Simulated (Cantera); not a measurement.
Mixture: CH4 : O2 : N2 : H2O = 1 : 2.94 : 11.1 : 0.7 (molar parts), equivalence ratio 0.68, at 7500 Torr, adiabatic and at constant pressure. Ignition delay is the time to a rise of 400 K.

Detailed kinetics in Cantera: GRI-Mech 3.0 (53 species, 325 reactions).

What does this change do: pressure from 7500 Torr to 623 Torr?


```tsv
quantity	before	after
delay at 1175 K	5.56 ms	70.1 ms
delay at 1375 K	0.587 ms	4.99 ms
delay at 1575 K	89.2 µs	0.644 ms
delay at 1775 K	18.4 µs	0.148 ms
delay at 1975 K	5.32 µs	49.4 µs
apparent activation energy between 1875 and 2075 K	180 kJ/mol	160 kJ/mol
```

What does this change do: pressure from 7500 Torr to 2630 Torr?


```json
[
 {"quantity": "delay at 1175 K", "before": "5.56 ms", "after": "17.3 ms"},
 {"quantity": "delay at 1375 K", "before": "0.587 ms", "after": "1.55 ms"},
 {"quantity": "delay at 1575 K", "before": "89.2 µs", "after": "0.208 ms"},
 {"quantity": "delay at 1775 K", "before": "18.4 µs", "after": "42.8 µs"},
 {"quantity": "delay at 1975 K", "before": "5.32 µs", "after": "13.1 µs"},
 {"quantity": "apparent activation energy between 1875 and 2075 K", "before": "180 kJ/mol", "after": "170 kJ/mol"}
]
```

What does this change do: pressure from 7500 Torr to 750 Torr?


| quantity | before | after |
|---|---|---|
| delay at 1175 K | 5.56 ms | 59.3 ms |
| delay at 1375 K | 0.587 ms | 4.33 ms |
| delay at 1575 K | 89.2 µs | 0.555 ms |
| delay at 1775 K | 18.4 µs | 0.125 ms |
| delay at 1975 K | 5.32 µs | 41.4 µs |
| apparent activation energy between 1875 and 2075 K | 180 kJ/mol | 160 kJ/mol |
